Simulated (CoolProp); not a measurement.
Saturated liquid density (kg/m³) of dimethyl carbonate: the reference equation beside estimates from Tc = 557.0 K, pc = 4909 kPa, ω = 0.346.

Model: reference Helmholtz-energy equation of state, Zhou 2011, in CoolProp.

| T (K) | reference | van der Waals | Redlich-Kwong | Soave-Redlich-Kwong | Peng-Robinson |
|---|---|---|---|---|---|
| 341.2 | 1005 | 583.4 | 857.6 | 896.5 | 1012 |
| 348 | 995.6 | 578.4 | 848.8 | 888.7 | 1003 |
| 354.8 | 986.0 | 573.3 | 839.9 | 880.6 | 994.6 |
| 361.6 | 976.4 | 568.0 | 830.7 | 872.3 | 985.6 |
| 368.4 | 966.6 | 562.7 | 821.3 | 863.8 | 976.3 |
| 375.1 | 956.9 | 557.3 | 811.9 | 855.0 | 966.8 |
| 381.9 | 946.9 | 551.7 | 802.0 | 845.9 | 956.9 |
| 388.7 | 936.8 | 546.0 | 791.9 | 836.4 | 946.6 |
| 395.5 | 926.5 | 540.1 | 781.5 | 826.6 | 935.8 |
| 402.2 | 916.2 | 534.3 | 771.0 | 816.6 | 924.9 |
| 409 | 905.6 | 528.1 | 760.1 | 806.1 | 913.3 |
| 415.8 | 894.8 | 521.8 | 748.8 | 795.2 | 901.3 |
| 422.6 | 883.8 | 515.4 | 737.2 | 783.9 | 888.8 |
| 429.4 | 872.6 | 508.7 | 725.3 | 772.2 | 875.7 |

Absolute difference from the reference over all 14 rows, mean and median: van der Waals 41.8 and 41.7 %, Redlich-Kwong 15.5 and 15.4 %, Soave-Redlich-Kwong 10.9 and 10.8 %, Peng-Robinson 0.8 and 0.9 %.
